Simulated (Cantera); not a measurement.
Input: 1 mol Fe₂O₃, 0.69 mol CH₄, 0.13 mol H₂, held at 1873.15 K and 0.330 Torr.

Method: chemical equilibrium by Gibbs-energy minimisation in Cantera with the NASA 1993 tables (ideal gas, pure condensed phases). Candidate condensed phases: C, C₆H₆, C₇H₈, C₈H₁₈, Fe, Fe(CO)₅, FeO, Fe(OH)₂, Fe(OH)₃, Fe₂O₃, Fe₃O₄, H₂O; 114 gas species. The tables' stoichiometric FeO is somewhat more stable than real wüstite, so its field is too wide. FeO: taken at fixed stoichiometry. Rates play no part.

Base state: H₂ 0.357, CO 0.233, H₂O 0.219, Fe 0.135, CO₂ 0.0349, H 0.0184, FeO 0.00119, OH 0.000878 (mole fractions); condensed: FeO(l).

Problem. What changes in the equilibrium state with this change: Fe₂O₃ replaced by TiO₂?

Solution. 
```csv
species,before,after
H₂,0.357,0.665
CO,0.233,0.310
H,0.0184,0.0251
H₂O,0.219,9.55e-5
Fe,0.135,0
CO₂,0.0349,1.08e-5
TiO,0,0.000168
FeO,0.00119,0
Fe(OH)₂,4.70e-5,0
"FeO(l), mol",1.65,0
"TiO(s), mol",0,0.380
"Ti₂O₃(s), mol",0,0.310
```
Mutual solubility and eutectic melting of coexisting phases are not modelled. TiO: taken at fixed stoichiometry. Further candidate phases: Ti, TiC, TiO, TiO₂, Ti₂O₃, Ti₃O₅, Ti₄O₇.
